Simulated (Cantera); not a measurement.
An isothermal, constant-pressure homogeneous reactor starts with C₂H₆ : N₂ = 1 : 2.8 (molar parts), at 1850 K and 0.00430 bar. Integrator tolerance rtol = 1e-08.

Cantera simulation using GRI-Mech 3.0 (53 species, 325 reactions); the numbers are that mechanism's predictions, not measurements. GRI-Mech 3.0 stops at C3 and has no aromatics, soot or wall deposition, so with more carbon than oxygen in the feed, carbon stays in small species such as C2H2 where larger ones or solid carbon would form. Radical loss at walls, strong at low pressure, is not modelled.

Task: What does this change do: temperature 1850 to 1398 K?

Result: 
| quantity | before | after |
|---|---|---|
| x(C₂H₆) at 2.00 s | 4.61e-9 (gas-phase equilibrium 3.79e-12) | 4.57e-6 (gas-phase equilibrium 4.42e-9) |
| x(H₂) at 2.00 s | 0.342 (gas-phase equilibrium 0.342) | 0.222 (gas-phase equilibrium 0.344) |
| x(CH₃) at 2.00 s | 0.000109 (gas-phase equilibrium 3.19e-6) | 7.18e-5 (gas-phase equilibrium 2.06e-6) |
| x(CH₂) at 2.00 s | 1.32e-6 (gas-phase equilibrium 5.28e-8) | 2.00e-9 (gas-phase equilibrium 1.83e-10) |
| x(H) at 2.00 s | 0.00361 (gas-phase equilibrium 0.00484) | 8.84e-6 (gas-phase equilibrium 4.26e-5) |

Task: What does this change do: 0.042 parts H2O added?

Result: 
```json
[
 {"quantity": "x(C₂H₆) at 2.00 s", "before": "4.61e-9 (gas-phase equilibrium 3.79e-12)", "after": "2.06e-8 (gas-phase equilibrium 3.76e-12)"},
 {"quantity": "x(H₂) at 2.00 s", "before": "0.342 (gas-phase equilibrium 0.342)", "after": "0.345 (gas-phase equilibrium 0.347)"},
 {"quantity": "x(CH₃) at 2.00 s", "before": "0.000109 (gas-phase equilibrium 3.19e-6)", "after": "0.000215 (gas-phase equilibrium 3.17e-6)"},
 {"quantity": "x(CH₂) at 2.00 s", "before": "1.32e-6 (gas-phase equilibrium 5.28e-8)", "after": "2.22e-6 (gas-phase equilibrium 5.21e-8)"},
 {"quantity": "x(H) at 2.00 s", "before": "0.00361 (gas-phase equilibrium 0.00484)", "after": "0.00313 (gas-phase equilibrium 0.00488)"}
]
```
